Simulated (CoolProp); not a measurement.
Vapour-liquid equilibrium of methane (1) + ethane (2) at -124.75 °C; x and y are mole fractions of (1).

The numbers come from the multi-fluid Helmholtz-energy mixture model, Setzmann 1991 and Bücker 2006; pair parameters Kunz 2012 in CoolProp.

```tsv
x	bubble pressure, mixture model (MPa)	bubble pressure, Raoult's law (MPa)	y, mixture model	y, Raoult's law
0.05	0.06819	0.05630	0.880	0.858
0.2	0.2339	0.2000	0.968	0.966
0.35	0.3814	0.3438	0.982	0.984
0.5	0.5151	0.4875	0.988	0.991
0.65	0.6410	0.6312	0.992	0.995
0.8	0.7679	0.7750	0.995	0.998
0.95	0.9106	0.9187	0.999	1.000
```

The largest gap from Raoult's law is +21.1 % in bubble pressure, at x = 0.05. No azeotrope shows between x = 0.05 and 0.95.

Pair parameters are fitted to limited data, so mixtures are less certain than the pure fluids. The gap from Raoult's law changes sign with composition, which may be real or a fault of the pair parameters; it wasn't checked against measurements.
